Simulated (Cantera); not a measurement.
Charge: 1 mol C3H8, 0.0067 mol O2, held at 2200 °C and 0.100 bar.

Method: chemical equilibrium by Gibbs-energy minimisation in Cantera with the NASA 1993 tables (ideal gas, pure condensed phases). Candidate condensed phases: C, C6H6, C7H8, C8H18, H2O; 110 gas species. Equilibrium is a limit: real reactors are often held back by kinetics, nucleation or transport.

Base state: H2 0.920, H 0.0677, C2H2 (acetylene) 0.00888, CO 0.00323, C2H 4.43e-5, C4H2 3.53e-5, CH3 1.77e-5, CH4 1.33e-5 (mole fractions); condensed: C(graphite).

Task: What changes in the equilibrium state with this change: O2 from 0.0067 to 0.042 mol?

Result: 
| species | before | after |
|---|---|---|
| H2 | 0.920 | 0.904 |
| H | 0.0677 | 0.0671 |
| CO | 0.00323 | 0.0199 |
| CH4 | 1.33e-5 | 1.28e-5 |
| CH3 | 1.77e-5 | 1.72e-5 |
| C2H2 (acetylene) | 0.00888 | 0.00872 |
| C4H2 | 3.53e-5 | 3.47e-5 |
| C2H | 4.43e-5 | 4.39e-5 |
| C(graphite), mol | 2.91 | 2.84 |
